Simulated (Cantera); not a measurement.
Input: 1 mol CF4, 1.5 mol H2, 0.011 mol CH4, held at 3073 K and 5.20 Pa.

Cantera equilibrium calculation (NASA polynomials, part measured and part estimated; ideal gas, pure solids and liquids). Candidate condensed phases: C, C6H6, C7H8, C8H18; 95 gas species. The numbers say what is thermodynamically allowed, not how fast it happens.

Base state: F 0.483, H 0.362, C 0.111, HF 0.0334, C2 0.00443, CF 0.00375, C3 0.00249, H2 0.000176 (mole fractions); condensed: gas only.

Problem. What changes in the equilibrium state with this change: H2 from 1.5 to 0.083 mol?

Solution. 
| species | before | after |
|---|---|---|
| F | 0.483 | 0.780 |
| C | 0.111 | 0.155 |
| H | 0.362 | 0.0363 |
| HF | 0.0334 | 0.00540 |
| H2 | 0.000176 | 1.77e-6 |
| C2H | 1.77e-5 | 3.43e-6 |
| CF2 | 2.99e-6 | 1.08e-5 |
| C3 | 0.00249 | 0.00672 |

Problem. What changes in the equilibrium state with this change: H2 from 1.5 to 13 mol?

Solution. 
```json
[
 {"species": "H", "before": "0.362", "after": "0.835"},
 {"species": "F", "before": "0.483", "after": "0.113"},
 {"species": "C", "before": "0.111", "after": "0.0320"},
 {"species": "HF", "before": "0.0334", "after": "0.0180"},
 {"species": "C3", "before": "0.00249", "after": "5.95e-5"},
 {"species": "CF", "before": "0.00375", "after": "0.000253"},
 {"species": "C2", "before": "0.00443", "after": "0.000367"}
]
```
